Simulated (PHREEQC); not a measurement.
# Alkaline etch or developer (model solution)

Make-up at 25 °C: 67 mmol/kgw NaOH, 0.038 mmol/kgw H3BO3 and 0.49 mmol/kgw K3PO4. Closed to the air; pH follows from the charge balance.

Computed with PHREEQC (ion-association model, wateq4f.dat).

Each row changes one thing in this solution. This is a speciation only: nothing precipitates in the calculation.

```csv
case,pH,ionic strength (mol/kgw),H3BO3 (mol/kgw)
as made,12.72,0.0698,9.52e-9
H3BO3 from 3.8e-05 to 3.8e-06 mol/kgw,12.72,0.0698,9.51e-10
diluted 2-fold with water,12.45,…,9.66e-9
K3PO4 replaced by Na2HPO4 at the same molality,12.72,…,9.59e-9
NaOH from 0.067 to 0.0067 mol/kgw,11.80,…,9.37e-8
H3BO3 from 3.8e-05 to 4.18e-05 mol/kgw,12.72,0.0698,1.05e-8
temperature from 25 to 65 °C,…,0.0695,5.98e-8
K3PO4 from 0.00049 to 0.00245 mol/kgw,12.72,…,9.44e-9
K3PO4 replaced by KHF2 at the same molality,12.72,0.0675,9.61e-9
```

Task: What belongs in the gaps?

Result: 
- diluted 2-fold with water, ionic strength (mol/kgw): 0.0348
- K3PO4 replaced by Na2HPO4 at the same molality, ionic strength (mol/kgw): 0.0693
- NaOH from 0.067 to 0.0067 mol/kgw, ionic strength (mol/kgw): 0.00896
- temperature from 25 to 65 °C, pH: 11.64
- K3PO4 from 0.00049 to 0.00245 mol/kgw, ionic strength (mol/kgw): 0.0810

Complexes and solids missing from the database can't appear. H3PO4, which wateq4f.dat lacks, is added to it with the constant of phreeqc.dat. Constants without temperature data keep their 25 °C values here.
